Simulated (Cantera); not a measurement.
**Transport properties of process gases**

Gas mixture: 100 % NO, at 3900 Torr, frozen composition.

Cantera's kinetic-theory transport with the Lennard-Jones parameters of GRI-Mech 3.0, ideal gas; thermal conductivity in the mixture-averaged form. The composition is frozen, though it would react at the higher temperatures.

| T (K) | ρ (kg/m³) | cp (J/kg/K) | μ (µPa s) | λ (mW/m/K) | Pr | D (cm²/s) CH4 | D (cm²/s) CH3 | D (cm²/s) O |
|---|---|---|---|---|---|---|---|---|
| 400 | 4.69 | 998.6 | 23.1 | 32.4 | 0.712 | 0.0719 | 0.0722 | 0.103 |
| 500 | 3.75 | 1016 | 27.0 | 38.8 | 0.708 | 0.106 | 0.106 | 0.150 |
| 600 | 3.13 | 1041 | 30.6 | 45.1 | 0.706 | 0.145 | 0.145 | 0.204 |
| 700 | 2.68 | 1067 | 34.0 | 51.3 | 0.707 | 0.188 | 0.189 | 0.265 |
| 800 | 2.35 | 1092 | 37.1 | 57.3 | 0.708 | 0.235 | 0.237 | 0.331 |
| 900 | 2.09 | 1114 | 40.1 | 63.0 | 0.708 | 0.287 | 0.288 | 0.403 |
| 1000 | 1.88 | 1133 | 42.9 | 68.6 | 0.709 | 0.342 | 0.344 | 0.481 |
| 1100 | 1.71 | 1147 | 45.7 | 74.1 | 0.707 | 0.401 | 0.403 | 0.563 |
| 1200 | 1.56 | 1159 | 48.4 | 79.3 | 0.707 | 0.464 | 0.467 | 0.651 |
D: mixture-averaged diffusion coefficient of that species in the mixture.
